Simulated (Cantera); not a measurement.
# Ammonia decomposition in nitride growth gas

A perfectly stirred reactor is fed with 14.9 % NH3, 85.1 % N2, at 100000 Pa; it is held at 1650 K, and followed from long to short residence time.

Detailed kinetics in Cantera: the gas-phase N/H chemistry of the illustrative SiF4/NH3 mechanism in the Surface Chemkin manual (1991). Walls and surfaces, which speed up NH3 decomposition in real reactors, are not modelled.

| τ (s) | x NH3 | x N | x N2H4 | x NH2 | x N2 | x H | x NH |
|---|---|---|---|---|---|---|---|
| 18 | 0.0405 | 1.36e-8 | 4.66e-9 | 1.76e-5 | 0.818 | 2.51e-5 | 2.02e-7 |
| 3.8 | 0.0791 | 1.91e-8 | 1.52e-8 | 3.18e-5 | 0.829 | 1.50e-5 | 3.26e-7 |
| 0.82 | 0.120 | 1.90e-8 | 3.21e-8 | 4.63e-5 | 0.842 | 6.09e-6 | 4.10e-7 |
| 0.18 | 0.141 | 9.99e-9 | 4.70e-8 | 5.60e-5 | 0.848 | 1.79e-6 | 3.80e-7 |
| 0.038 | 0.147 | 2.44e-9 | 5.59e-8 | 6.10e-5 | 0.850 | 4.35e-7 | 2.82e-7 |
| 0.0081 | 0.149 | 4.87e-10 | 5.06e-8 | 5.80e-5 | 0.851 | 1.00e-7 | 2.10e-7 |
| 0.0017 | 0.149 | 9.02e-11 | 2.18e-8 | 3.81e-5 | 0.851 | 2.35e-8 | 1.09e-7 |
x: mole fraction; the columns are a selection and need not sum to one.
